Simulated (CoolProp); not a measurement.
Vapour-liquid equilibrium of cyclohexane (1) + ethylbenzene (2) at 1.8 bar; x and y are mole fractions of (1).

Model: multi-fluid Helmholtz-energy mixture model, Zhou 2014 and Zhou 2012; pair parameters Bell 2016, in CoolProp.

| x | bubble temperature (°C) | y at the bubble point | dew temperature at overall composition x (°C) | liquid density (mol/L) |
|---|---|---|---|---|
| 0.05 | 152.8 | 0.172 | 157.3 | ? |
| 0.2 | 137.6 | 0.514 | 151.8 | 7.277 |
| 0.35 | 126.6 | 0.701 | ? | 7.490 |
| 0.5 | ? | 0.811 | 138.4 | 7.683 |
| 0.65 | 112.1 | 0.884 | 129.9 | 7.865 |
| 0.8 | 107.0 | 0.938 | 119.3 | 8.046 |
| 0.95 | 102.5 | 0.985 | 105.9 | 8.233 |

Q: Some entries are withheld; supply them.

A: 
- 0.05, liquid density (mol/L): 7.033
- 0.35, dew temperature at overall composition x (°C): 145.6
- 0.5, bubble temperature (°C): 118.4

No azeotrope shows between x = 0.05 and 0.95.

The pair parameters rest on a limited set of measurements; away from them the model extrapolates.
